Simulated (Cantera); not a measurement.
A closed system holds: 1 mol Si₂H₆, 4.9 mol H₂O, 87 mol N₂, at 133 Pa.

These are equilibrium values from Cantera (NASA tables, ideal gas, pure condensed phases), not measurements of a reactor. Candidate condensed phases: H₂O, Si, SiO₂, Si₂N₂O, Si₃N₄; 35 gas species. The feed counts by its element totals alone. The tables hold silica as quartz up to 1696 K and as liquid above; real silica turns to tridymite and cristobalite and melts near 1996 K. The numbers say what is thermodynamically allowed, not how fast it happens.

Question: Which condensed phases are stable at each of these points (T (K)): 500, 700, 900, 1100, 1300, 1500, 1700, 1900, 2100?

Answer: 
```tsv
T (K)	condensed phases	Si condensed (%)
500	SiO₂(α-quartz)	100.0
700	SiO₂(α-quartz)	100.0
900	SiO₂(β-quartz)	100.0
1100	SiO₂(β-quartz)	100.0
1300	SiO₂(β-quartz)	100.0
1500	SiO₂(β-quartz)	100.0
1700	SiO₂(condensed)	93.5
1900	SiO₂(condensed)	8.0
2100	gas only	0.0
```

From 500 K to 700 K the condensed part is SiO₂(α-quartz). From 900 K to 1500 K the condensed part is SiO₂(β-quartz). From 1700 K to 1900 K the condensed part is SiO₂(condensed). At 2100 K nothing is condensed.
